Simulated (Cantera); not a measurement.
A Cantera script and its output.

```python
import numpy as np
import cantera as ct

gas = ct.Solution("gri30.yaml")
gas.TPX = 1700, 101325, {'CH4': 0.22, 'H2O': 3.3}
inlet = ct.Reservoir(gas, clone=True)

reactor = ct.IdealGasConstPressureReactor(gas, energy="off", clone=False)
exhaust = ct.Reservoir(gas, clone=True)
tau = [9.3, 3, 0.98, 0.32, 0.1, 0.034, 0.011, 0.0035][0]
for a, b in ((inlet, reactor), (reactor, exhaust)):
    ct.MassFlowController(a, b, mdot=lambda t: reactor.mass / tau)
net = ct.ReactorNet([reactor])
show = ['CH4', 'H2O', 'H2O2', 'CO2', 'C2H', 'O2']

rows = []
print(f"{'tau/s':>10s}{'T/K':>9s}" + "".join(f"{s:>11s}" for s in show))
for tau in [9.3, 3, 0.98, 0.32, 0.1, 0.034, 0.011, 0.0035]:
    net.initial_time = 0.0
    net.advance(30 * tau)
    before = gas.X
    net.advance(40 * tau)
    drift = np.max(np.abs(gas.X - before) / (gas.X + 1e-9))
    rows.append([gas.T, *gas[show].X, drift])
    print(f"{tau:10.3e}{gas.T:9.1f}" + "".join(f"{x:11.3e}" for x in gas[show].X))
```

Result:

```
     tau/s      T/K        CH4        H2O       H2O2        CO2        C2H         O2
 9.300e+00   1700.0  1.345e-03  7.524e-01  3.234e-11  2.895e-02  9.040e-11  5.775e-09
 3.000e+00   1700.0  3.265e-03  7.589e-01  3.398e-11  2.825e-02  5.368e-10  6.190e-09
 9.800e-01   1700.0  6.692e-03  7.728e-01  3.783e-11  2.647e-02  2.277e-09  7.096e-09
 3.200e-01   1700.0  1.173e-02  7.977e-01  4.597e-11  2.257e-02  6.935e-09  8.966e-09
 1.000e-01   1700.0  1.832e-02  8.341e-01  6.187e-11  1.565e-02  1.543e-08  1.302e-08
 3.400e-02   1700.0  2.567e-02  8.695e-01  8.393e-11  8.188e-03  2.316e-08  2.021e-08
 1.100e-02   1700.0  3.515e-02  8.992e-01  1.093e-10  2.620e-03  2.424e-08  3.053e-08
 3.500e-03   1700.0  4.588e-02  9.192e-01  1.291e-10  4.754e-04  1.586e-08  3.262e-08
```

Model: GRI-Mech 3.0 (53 species, 325 reactions), integrated in Cantera.
